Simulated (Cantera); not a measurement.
Charge: 1 mol V₂O₃, 200 mol H₂, 1.5 mol N₂, equilibrated at 0.458 Torr.

These are equilibrium values from Cantera (NASA tables, ideal gas, pure condensed phases), not measurements of a reactor. Candidate condensed phases: H₂O, V, VN, VO, V₂O₃, V₂O₄, V₂O₅; 28 gas species. VO: taken at fixed stoichiometry. Equilibrium is a limit: real reactors are often held back by kinetics, nucleation or transport.

x: gas mole fraction; n: condensed amount in mol.

| T (K) | x H₂ | x H | x N₂ | x VO | x H₂O | n VO(s) |
|---|---|---|---|---|---|---|
| 1675 | 0.983 | 0.00466 | 0.00743 | 7.32e-6 | 0.00492 | 1.99 |
| 1725 | 0.980 | ? | 0.00742 | ? | 0.00487 | 1.98 |
| 1775 | 0.976 | 0.0116 | 0.00740 | 6.11e-5 | 0.00477 | 1.96 |
| 1825 | 0.970 | 0.0176 | 0.00738 | 0.000161 | 0.00459 | 1.90 |
| 1875 | 0.961 | ? | 0.00734 | ? | 0.00427 | 1.78 |
| 1925 | 0.949 | 0.0377 | 0.00729 | 0.000951 | 0.00378 | 1.56 |
| 1975 | 0.932 | 0.0535 | 0.00721 | 0.00215 | 0.00317 | 1.12 |
| 2025 | 0.908 | 0.0742 | 0.00711 | 0.00466 | 0.00259 | 0.260 |
| 2075 | 0.880 | 0.101 | 0.00700 | 0.00537 | 0.00264 | 0 |
| 2125 | 0.846 | 0.135 | 0.00687 | 0.00529 | 0.00280 | 0 |

### Question
What belongs in the gaps?

### Answer

- 1725, x H: 0.00744
- 1725, x VO: 2.18e-5
- 1875, x H: 0.0260
- 1875, x VO: 0.000401
